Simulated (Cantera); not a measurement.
# Adiabatic ignition

An adiabatic, constant-pressure homogeneous reactor starts with CO : H2 : CH4 : O2 : N2 = 1 : 0.19 : 0.29 : 0.839 : 3.16 (molar parts), equivalence ratio 1.4, at 1775 K and 10.0 bar.

Computed with Cantera and GRI-Mech 3.0 (53 species, 325 reactions). Above 3000 K some thermodynamic fits are extrapolated.

| t (s) | T (K) | x CO | x H2 | x CH4 | x NO | x N2O | x H2O |
|---|---|---|---|---|---|---|---|
| 2.00e-6 | 1776 | 0.182 | 0.0345 | 0.0524 | 3.83e-11 | 1.43e-9 | 0.000456 |
| 9.28e-6 | 2780 | 0.151 | 0.0239 | <1e-12 | 0.000176 | 6.54e-7 | 0.0943 |
| 4.31e-5 | 3078 | 0.139 | 0.0199 | <1e-12 | 0.00406 | 1.28e-6 | 0.110 |
| 0.000200 | 3065 | 0.140 | 0.0204 | <1e-12 | 0.00896 | 1.41e-6 | 0.110 |
| 0.000928 | 3064 | 0.140 | 0.0204 | <1e-12 | 0.00921 | 1.42e-6 | 0.110 |
| 0.00431 | 3064 | 0.140 | 0.0204 | <1e-12 | 0.00921 | 1.42e-6 | 0.110 |
| 0.0200 | 3064 | 0.140 | 0.0204 | <1e-12 | 0.00921 | 1.42e-6 | 0.110 |
| 0.0928 | 3064 | 0.140 | 0.0204 | <1e-12 | 0.00921 | 1.42e-6 | 0.110 |
| 0.431 | 3064 | 0.140 | 0.0204 | <1e-12 | 0.00921 | 1.42e-6 | 0.110 |
| 2.00 | 3064 | 0.140 | 0.0204 | <1e-12 | 0.00921 | 1.42e-6 | 0.110 |
x: mole fraction; the columns are a selection and need not sum to one.

```
Property                                                          Result
---------------------------------  -------------------------------------
time of steepest temperature rise                                7.45 µs
temperature at 2.00 s                                             3064 K
equilibrium temperature                                           3064 K
x(CO) at 2.00 s                      0.140 (gas-phase equilibrium 0.140)
x(H2) at 2.00 s                    0.0204 (gas-phase equilibrium 0.0204)
x(CH4) at 2.00 s                   <1e-12 (gas-phase equilibrium <1e-12)
```
